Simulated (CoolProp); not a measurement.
Model: reference Helmholtz-energy equation of state, Lemmon 2004, in CoolProp. It is a short technical equation, of lower accuracy than the large ones.

Task: For n-dodecane, give the phase and the cp (kJ/(kg K)), isothermal compressibility (1/MPa), conductivity (mW/(m K)) at 83.75 °C and 708 kPa; 117.95 °C and 85.5 kPa.

Result: 
- 83.75 °C and 708 kPa: liquid; cp 2.42, isothermal compressibility 0.00149, conductivity 122
- 117.95 °C and 85.5 kPa: liquid; cp 2.56, isothermal compressibility 0.00195, conductivity 115

Thermal conductivity comes from a separate model (Huber 2004).
